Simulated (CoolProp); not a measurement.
The fluid at 361.76 K and 0.22 MPa is throttled through a valve to 0.101 MPa with no heat exchange. The same conditions are run with several fluids, on thermodynamics alone (safety and materials aside).

Values from CoolProp's reference Helmholtz-energy equation of state of each fluid (c-C4F8 (RC318): Platzer 1990; R1233zd(E): Akasaka 2022; R507A: Lemmon 2003; chloromethane (R40): Thol 2014; hydrogen chloride: Thol 2018). The equations of Platzer and Polt are older, rougher fits. Blends and air are pseudo-pure fits.

| fluid | temperature change (K) | final density (kg/m³) |
|---|---|---|
| c-C4F8 (RC318) | -1.1 | ___ |
| R1233zd(E) | ___ | ___ |
| R507A | -1.1 | ___ |
| chloromethane (R40) | ___ | 1.72 |
| hydrogen chloride | ___ | ___ |

**Question.** What belongs in the gaps?

**Answer.** 
- c-C4F8 (RC318), final density (kg/m³): 6.84
- R1233zd(E), temperature change (K): -2.1
- R1233zd(E), final density (kg/m³): 4.50
- R507A, final density (kg/m³): 3.36
- chloromethane (R40), temperature change (K): -2.3
- hydrogen chloride, temperature change (K): -1.2
- hydrogen chloride, final density (kg/m³): 1.23
